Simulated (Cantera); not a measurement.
Charge: 1 mol CaO, 18 mol F2, 19 mol O2, at 0.133 bar.

These are equilibrium values from Cantera (NASA tables, ideal gas, pure condensed phases), not measurements of a reactor. Candidate condensed phases: Ca, CaF2, CaO; 13 gas species. Equilibrium is a limit: real reactors are often held back by kinetics, nucleation or transport.

**Question.** At 1473 K, list the 5 most abundant gas species with their mole fractions, and the condensed phases.

**Answer.** F 0.623, O2 0.368, F2 0.00891, FO 3.92e-5, FO2 1.68e-5. Condensed: CaF2(s).
